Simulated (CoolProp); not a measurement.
Computed with CoolProp (reference Helmholtz-energy equation of state, Thol 2021).

Question: For chlorine, give the phase and the cv (kJ/(kg K)), Joule-Thomson coefficient (K/MPa) at 254.1 K and 30.1 kPa; 215.5 K and 380 kPa.

Answer: 
- 254.1 K and 30.1 kPa: gas; cv 0.351, Joule-Thomson coefficient 43.9
- 215.5 K and 380 kPa: liquid; cv 0.509, Joule-Thomson coefficient -0.421
